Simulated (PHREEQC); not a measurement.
Dissolve 0.0049 mol/kgw LiCl and 0.048 mol/kgw CuCl2 at 77 °C. Closed to the air; pH follows from the charge balance.

The numbers come from PHREEQC with the ion-association model, wateq4f.dat.

Problem. The ionic strength comes out as 0.109 mol/kgw. What activity coefficients do Li+, CuOH+, CuCl+, Cl-, Cu2(OH)2+2 get?

Solution. Li+ 0.77, CuOH+ 0.74, CuCl+ 0.74, Cl- 0.74, Cu2(OH)2+2 0.32.

This is a speciation only: nothing precipitates in the calculation. Examples of supersaturated solids here: Atacamite. Others may be too. Away from 25 °C the constants follow the database's enthalpies or fits; those with neither stay at their 25 °C values.
